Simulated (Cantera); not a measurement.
A closed system holds: 1 mol C, 0.68 mol NH₃, equilibrated at 1.00 bar.

Cantera equilibrium calculation (NASA polynomials, part measured and part estimated; ideal gas, pure solids and liquids). Candidate condensed phases: C, C₆H₆, C₇H₈, C₈H₁₈; 110 gas species. Ions and electrons are included (thermal ionisation). Rates play no part.

Which condensed phases are stable at each of these points (T (K)): 2000, 2500, 3000, 3500, 4000, 4500, 5000?


```json
[
 {"T (K)": "2000", "condensed phases": "C(graphite)", "C condensed (%)": "98.9"},
 {"T (K)": "2500", "condensed phases": "C(graphite)", "C condensed (%)": "93.4"},
 {"T (K)": "3000", "condensed phases": "C(graphite)", "C condensed (%)": "76.9"},
 {"T (K)": "3500", "condensed phases": "C(graphite)", "C condensed (%)": "26.0"},
 {"T (K)": "4000", "condensed phases": "gas only", "C condensed (%)": "0.0"},
 {"T (K)": "4500", "condensed phases": "gas only", "C condensed (%)": "0.0"},
 {"T (K)": "5000", "condensed phases": "gas only", "C condensed (%)": "0.0"}
]
```

From 2000 K to 3500 K the condensed part is C(graphite). From 4000 K to 5000 K nothing is condensed.
